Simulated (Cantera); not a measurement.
Charge: 1 mol Fe, 0.99 mol NH3, 2 mol N2, equilibrated at 10.0 mbar.

Method: chemical equilibrium by Gibbs-energy minimisation in Cantera with the NASA 1993 tables (ideal gas, pure condensed phases). Candidate condensed phases: Fe; 10 gas species. Equilibrium is a limit: real reactors are often held back by kinetics, nucleation or transport.

log p: log10 of the partial pressure in bar; n: condensed amount in mol.

| T (K) | log p N2 | log p H2 | log p Fe | log p H | n Fe(α) | n Fe(γ) | n Fe(δ) | n Fe(l) |
|---|---|---|---|---|---|---|---|---|
| 1050 | -2.20 | -2.43 | -12.81 | -9.31 | 1.00 | 0 | 0 | 0 |
| 1150 | -2.20 | -2.43 | -11.07 | -8.34 | 1.00 | 0 | 0 | 0 |
| 1250 | -2.20 | -2.43 | -9.61 | -7.53 | 0 | 1.00 | 0 | 0 |
| 1350 | -2.20 | -2.43 | -8.37 | -6.84 | 0 | 1.000 | 0 | 0 |
| 1450 | -2.20 | -2.43 | -7.30 | -6.24 | 0 | 1.000 | 0 | 0 |
| 1550 | -2.20 | -2.43 | ? | ? | 0 | 1.000 | 0 | 0 |
| 1650 | -2.20 | -2.43 | ? | ? | 0 | 0.999 | 0 | 0 |
| 1750 | -2.20 | -2.43 | -4.86 | -4.85 | 0 | 0 | 0.994 | 0 |
| 1850 | -2.21 | -2.43 | -4.23 | -4.49 | 0 | 0 | 0 | 0.977 |
| 1950 | -2.21 | -2.44 | -3.69 | -4.16 | 0 | 0 | 0 | 0.916 |

**Question.** What belongs in the gaps?

**Answer.** 
- 1550, log p Fe: -6.38
- 1550, log p H: -5.72
- 1650, log p Fe: -5.57
- 1650, log p H: -5.26
